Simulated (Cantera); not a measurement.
An isothermal, constant-pressure homogeneous reactor starts with 54.3 % CH4, 45.7 % CO2, at 2073 K and 0.237 atm.

Computed with Cantera and GRI-Mech 3.0 (53 species, 325 reactions).

x: mole fraction; the columns are a selection and need not sum to one.

```csv
t (s),x CH4,x CO2,x C2H,x O,x CH2CO,x CH2O
0.000200,0.199,0.332,1.08e-5,___,3.92e-5,0.000213
0.000632,0.0633,0.205,1.85e-5,___,0.000134,6.34e-5
0.00200,0.0141,0.0678,2.64e-5,2.36e-7,0.000237,2.14e-5
0.00632,0.00840,0.0283,2.03e-5,2.54e-7,0.000133,8.33e-6
0.0200,0.00533,0.0135,1.12e-5,___,3.84e-5,2.00e-6
0.0632,0.00246,0.00403,5.94e-6,___,7.00e-6,2.67e-7
0.200,0.000780,0.000458,4.04e-6,___,8.13e-7,3.14e-8
0.632,0.000151,2.23e-6,3.85e-6,4.41e-11,7.09e-8,2.30e-8
2.00,0.000132,1.54e-7,3.85e-6,3.90e-12,6.02e-8,2.30e-8
6.32,0.000132,1.54e-7,3.85e-6,3.90e-12,6.02e-8,2.30e-8
20.0,0.000132,1.54e-7,3.85e-6,3.90e-12,6.02e-8,2.30e-8
63.2,0.000132,1.54e-7,3.85e-6,3.90e-12,6.02e-8,2.30e-8
200,0.000132,1.54e-7,3.85e-6,3.90e-12,6.02e-8,2.30e-8
```

### Question
Fill in the missing entries.

### Answer

- 0.000200, x O: 5.09e-8
- 0.000632, x O: 8.86e-8
- 0.0200, x O: 1.63e-7
- 0.0632, x O: 6.51e-8
- 0.200, x O: 8.60e-9
